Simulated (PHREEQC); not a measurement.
## Spent oxide etchant: an equilibrium model

Make-up at 30 °C: 99 mmol/kgw HF and 41 mmol/kgw H2SiF6. Closed to the air; pH follows from the charge balance.

Equilibrium calculation in PHREEQC: ion-association model, wateq4f.dat.

No solid was allowed to form.

Predict the pH, ionic strength.

pH 1.17; ionic strength 0.124 mol/kgw.

In which forms is F present?

SiF6-2 71 %, HF 21 %, H2F2 7.0 % of the F.

wateq4f.dat counts part of the HF as a dimer, H2F2, which phreeqc.dat doesn't know; its constant is uncertain. SiF6-2 is the database's only silicon fluoride.
